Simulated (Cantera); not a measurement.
C3H6 + O2 + H2 (carbon deposition, reforming and gasification)

Charge: 1 mol C3H6, 1.3 mol O2, 39 mol H2, equilibrated at 600 K and 8100 Pa.

Method: chemical equilibrium by Gibbs-energy minimisation in Cantera with the NASA 1993 tables (ideal gas, pure condensed phases). Candidate condensed phases: C, C6H6, C7H8, C8H18, H2O; 110 gas species. Kinetics and transport are ignored.

| Property | Value |
|---|---|
| x(H2) | 0.856 |
| x(CH4) | 0.0769 |
| x(H2O) | 0.0667 |
| x(CO2) | 1.42e-6 |
| gas amount | 39.00 mol |
| log10 activity of C(graphite) (absent) | -1.86 |
